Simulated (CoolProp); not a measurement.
Vapour-liquid equilibrium of R1234yf (1) + R227EA (2) at -89.05 °C; x and y are mole fractions of (1).

Computed with CoolProp (multi-fluid Helmholtz-energy mixture model, Lemmon 2022 and Lemmon 2016; pair parameters Bell 2016).

| x | bubble pressure, mixture model (bar) | bubble pressure, Raoult's law (bar) | y, mixture model | y, Raoult's law |
|---|---|---|---|---|
| 0.05 | 0.009979 | 0.009894 | 0.139 | 0.132 |
| 0.15 | 0.01180 | 0.01161 | 0.347 | 0.339 |
| 0.25 | 0.01355 | 0.01333 | 0.497 | 0.492 |
| 0.35 | 0.01526 | 0.01505 | 0.611 | 0.610 |
| 0.45 | 0.01695 | 0.01676 | 0.702 | 0.704 |
| 0.55 | 0.01863 | 0.01848 | 0.777 | 0.780 |
| 0.65 | 0.02031 | 0.02020 | 0.840 | 0.843 |
| 0.75 | 0.02198 | 0.02191 | 0.894 | 0.897 |
| 0.85 | 0.02367 | 0.02363 | 0.941 | 0.943 |
| 0.95 | 0.02536 | 0.02535 | 0.982 | 0.982 |

The largest gap from Raoult's law is +1.7 % in bubble pressure, at x = 0.25. No azeotrope shows between x = 0.05 and 0.95.

Pair parameters are fitted to limited data, so mixtures are less certain than the pure fluids.
